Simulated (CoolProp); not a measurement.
The numbers come from the reference Helmholtz-energy equation of state, Thol 2017 in CoolProp.

**Question.** For decamethyltetrasiloxane (MD2M), give the phase and the Joule-Thomson coefficient (K/MPa) at 600 K and 0.0362 MPa; 600 K and 0.114 MPa; 600 K and 11.4 MPa.

**Answer.** 
- 600 K and 0.0362 MPa: gas; Joule-Thomson coefficient 8.36
- 600 K and 0.114 MPa: gas; Joule-Thomson coefficient 8.71
- 600 K and 11.4 MPa: supercritical; Joule-Thomson coefficient -0.0874
